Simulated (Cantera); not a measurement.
What does this Cantera script print?

```python
import numpy as np
import cantera as ct

gas = ct.Solution("gri30.yaml")
gas.TPX = 1123, 1333, {'N2O': 1, 'O2': 0.16}
reactor = ct.IdealGasConstPressureReactor(gas, energy="off", clone=False)
net = ct.ReactorNet([reactor])
net.rtol, net.atol = 1e-08, 1e-18
show = ['N2O', 'O2', 'N2', 'NO2', 'NO']
times = np.geomspace(2e-06, 90, 13)

steps = ct.SolutionArray(gas, extra=["t"])
rows = []
print(f"{'t/s':>10s}{'T/K':>9s}{'P/Pa':>11s}" + "".join(f"{s:>11s}" for s in show))
for t in times:
    while net.time < t:
        t_next = net.step()
        steps.append(gas.state, t=t_next)
    rows.append([np.interp(t, steps.t, y) for y in (steps.T, steps.P, *steps(*show).X.T)])
    print(f"{t:10.3e}{rows[-1][0]:9.1f}{rows[-1][1]:11.4g}" + "".join(f"{x:11.3e}" for x in rows[-1][2:]))
rate = np.gradient(steps.T, steps.t)
print("integrator steps:", len(steps.t))
if steps.T.max() > steps.T[0] + 200:
    print(f"time of steepest temperature rise: {steps.t[rate.argmax()]:.4e} s")
gas.TPX = 1123, 1333, {'N2O': 1, 'O2': 0.16}
gas.equilibrate("TP")
print(f"equilibrium (TP): T = {gas.T:.1f} K  " + "  ".join(f"{s} {gas[s].X[0]:.3e}" for s in show))
```

Output:

```
       t/s      T/K       P/Pa        N2O         O2         N2        NO2         NO
 2.000e-06   1123.0       1333  8.621e-01  1.379e-01  1.489e-09  5.100e-24  3.362e-13
 8.686e-06   1123.0       1333  8.621e-01  1.379e-01  6.496e-09  3.875e-22  6.253e-12
 3.772e-05   1123.0       1333  8.621e-01  1.379e-01  2.876e-08  3.437e-20  1.167e-10
 1.638e-04   1123.0       1333  8.621e-01  1.379e-01  1.343e-07  3.409e-18  2.059e-09
 7.114e-04   1123.0       1333  8.621e-01  1.379e-01  7.144e-07  3.871e-16  3.050e-08
 3.089e-03   1123.0       1333  8.621e-01  1.379e-01  3.957e-06  2.532e-14  2.728e-07
 1.342e-02   1123.0       1333  8.620e-01  1.379e-01  1.872e-05  6.901e-13  1.438e-06
 5.826e-02   1123.0       1333  8.619e-01  1.380e-01  8.288e-05  1.406e-11  6.502e-06
 2.530e-01   1123.0       1333  8.615e-01  1.381e-01  3.614e-04  2.664e-10  2.849e-05
 1.099e+00   1123.0       1333  8.597e-01  1.386e-01  1.569e-03  4.589e-09  1.238e-04
 4.772e+00   1123.0       1333  8.520e-01  1.407e-01  6.774e-03  6.210e-08  5.347e-04
 2.072e+01   1123.0       1333  8.194e-01  1.497e-01  2.869e-02  4.698e-07  2.264e-03
 9.000e+01   1123.0       1333  6.951e-01  1.838e-01  1.123e-01  2.235e-06  8.856e-03
integrator steps: 515
equilibrium (TP): T = 1123.0 K  N2O 9.403e-10  O2 3.975e-01  N2 6.023e-01  NO2 5.018e-07  NO 1.262e-04
```

Detailed kinetics in Cantera: GRI-Mech 3.0 (53 species, 325 reactions). GRI-Mech 3.0 was tuned for natural gas; its chemistry of N2O as a main component is partial and can be far from experiment. Radical loss at walls, strong at low pressure, is not modelled. The mechanism lacks the step 2 NO + O2 → 2 NO2, which can matter for NO2 below about 1400 K. The temperature is held fixed by assumption; the heat of reaction is taken as removed at once.
